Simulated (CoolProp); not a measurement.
A single-stage vapour-compression cycle with propane: evaporating at 196.15 K (dew point), condensing at 265.15 K (bubble point), superheat 2 K, subcooling 5 K, compressor efficiency 0.75, no pressure losses. Each further row changes one setting.

The numbers come from the reference Helmholtz-energy equation of state, Lemmon 2009 in CoolProp.

```
case                              cooling COP  pressure ratio  discharge temperature (K)  refrigerating effect (kJ/kg)  volumetric capacity (kJ/m³)
--------------------------------  -----------  --------------  -------------------------  ----------------------------  ---------------------------
as stated                                   ?            23.2                      328.9                           318                          137
evaporating temperature 201.15 K            ?            17.0                      321.8                             ?                          186
condensing temperature 260.15 K          1.84            19.7                      321.7                           330                          142
subcooling 10 K                          1.73            23.2                      328.9                           330                          142
superheat 12 K                           1.66            23.2                      340.5                           331                          135
compressor efficiency 0.65               1.44            23.2                      344.4                           318                          137
```

Task: Complete the blanks.

Result: 
- as stated, cooling COP: 1.67
- evaporating temperature 201.15 K, cooling COP: 1.89
- evaporating temperature 201.15 K, refrigerating effect (kJ/kg): 324
